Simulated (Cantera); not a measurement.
A perfectly stirred reactor is fed with H2 : O2 : N2 : H2O = 1 : 0.658 : 4.41 : 0.63 (molar parts), equivalence ratio 0.76, at 495 Torr; it is adiabatic with a 800 K inlet, and is followed from long to short residence time, starting on the burning branch (τ in s: 0.049, 0.029, 0.017, 0.0096, 0.0056, 0.0032, 0.0019, 0.0011, 0.00063, 0.00037, 0.00021, 0.00012, 7.2e-05).

Computed with Cantera and GRI-Mech 3.0 (53 species, 325 reactions).

What does this change do: N2 4.41 to 2.7 parts?


| quantity | before | after |
|---|---|---|
| blow-out, bracketed by the residence times tried | burning at 72.0 µs, the shortest tried | burning at 72.0 µs, the shortest tried |
| x(H2) at τ = 49.0 ms | 0.00153 | 0.00305 |
| x(O2) at τ = 49.0 ms | 0.0254 | 0.0345 |
| x(H2O) at τ = 49.0 ms | 0.259 | 0.355 |
| x(HO2) at τ = 49.0 ms | 1.86e-6 | 2.53e-6 |
| x(O) at τ = 49.0 ms | 0.000316 | 0.000680 |
| x(H2) at τ = 1.90 ms | 0.00925 | 0.0127 |
| x(O2) at τ = 1.90 ms | 0.0282 | 0.0375 |
| x(H2O) at τ = 1.90 ms | 0.246 | 0.337 |
| x(HO2) at τ = 1.90 ms | 8.65e-6 | 7.13e-6 |
| x(O) at τ = 1.90 ms | 0.00216 | 0.00310 |

What does this change do: H2O 0.63 to 0.93 parts?


| quantity | before | after |
|---|---|---|
| blow-out, bracketed by the residence times tried | burning at 72.0 µs, the shortest tried | burning at 72.0 µs, the shortest tried |
| x(H2) at τ = 49.0 ms | 0.00153 | 0.00148 |
| x(O2) at τ = 49.0 ms | 0.0254 | 0.0243 |
| x(H2O) at τ = 49.0 ms | 0.259 | 0.294 |
| x(HO2) at τ = 49.0 ms | 1.86e-6 | 2.09e-6 |
| x(O) at τ = 49.0 ms | 0.000316 | 0.000251 |
| x(H2) at τ = 1.90 ms | 0.00925 | 0.00906 |
| x(O2) at τ = 1.90 ms | 0.0282 | 0.0272 |
| x(H2O) at τ = 1.90 ms | 0.246 | 0.281 |
| x(HO2) at τ = 1.90 ms | 8.65e-6 | 9.81e-6 |
| x(O) at τ = 1.90 ms | 0.00216 | 0.00174 |
